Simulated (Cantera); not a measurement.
Charge: 1 mol SiH4, 2.1 mol CO2, 1.7 mol N2, held at 1798 K and 1.33 mbar.

These are equilibrium values from Cantera (NASA tables, ideal gas, pure condensed phases), not measurements of a reactor. Candidate condensed phases: C, C6H6, C7H8, C8H18, H2O, Si, SiC, SiO2, Si2N2O, Si3N4; 151 gas species. The tables hold silica as quartz up to 1696 K and as liquid above; real silica turns to tridymite and cristobalite and melts near 1996 K. The numbers say what is thermodynamically allowed, not how fast it happens.

Base state: CO 0.347, H2 0.308, N2 0.287, H2O 0.0270, SiO 0.0181, CO2 0.00796, H 0.00535, OH 3.08e-5 (mole fractions); condensed: SiO2(condensed).

### Question
What changes in the equilibrium state with this change: SiH4 replaced by Si2H6?

### Answer
| species | before | after |
|---|---|---|
| H2 | 0.308 | 0.338 |
| CO | 0.347 | 0.240 |
| SiO | 0.0181 | 0.220 |
| N2 | 0.287 | 0.194 |
| H2O | 0.0270 | 0.00243 |
| CO2 | 0.00796 | 0.000452 |
| OH | 3.08e-5 | 2.65e-6 |
| SiO2(condensed), mol | 0.893 | 0.0747 |
The feed counts by its element totals alone.

### Question
What changes in the equilibrium state with this change: temperature from 1798 K to 1648 K?

### Answer
```
species                before    after
--------------------  -------  -------
CO                      0.347    0.357
H2                      0.308    0.329
N2                      0.287    0.292
SiO                    0.0181  0.00148
H2O                    0.0270   0.0140
OH                    3.08e-5  2.67e-6
H                     0.00535  0.00140
CO2                   0.00796  0.00472
SiO2(condensed), mol    0.893        0
SiO2(β-quartz), mol         0    0.991
```

### Question
What changes in the equilibrium state with this change: temperature from 1798 K to 1623.15 K?

### Answer
```
species                before     after
--------------------  -------  --------
CO                      0.347     0.357
H2                      0.308     0.330
N2                      0.287     0.293
SiO                    0.0181  0.000846
H2O                    0.0270    0.0134
OH                    3.08e-5   1.85e-6
H                     0.00535   0.00109
CO2                   0.00796   0.00467
SiO2(condensed), mol    0.893         0
SiO2(β-quartz), mol         0     0.995
```
